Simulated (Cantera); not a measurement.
Feed: 1 mol CH₃OH, 3 mol H₂O, 29 mol H₂, at 775 °C and 0.100 bar.

Equilibrium computed with Cantera from the NASA thermochemical tables; the gas is ideal and each condensed phase is pure. Candidate condensed phases: C, C₆H₆, C₇H₈, C₈H₁₈, H₂O; 110 gas species. Kinetics and transport are ignored.

Base state: H₂ 0.889, H₂O 0.0829, CO 0.0257, CO₂ 0.00284, CH₄ 2.37e-5 (mole fractions); condensed: gas only.

Problem. What changes in the equilibrium state with this change: H₂ from 29 to 1.3 mol?

Solution. 
```tsv
species	before	after
H₂	0.889	0.513
H₂O	0.0829	0.350
CO	0.0257	0.0758
CO₂	0.00284	0.0612
CH₄	2.37e-5	3.19e-6
```
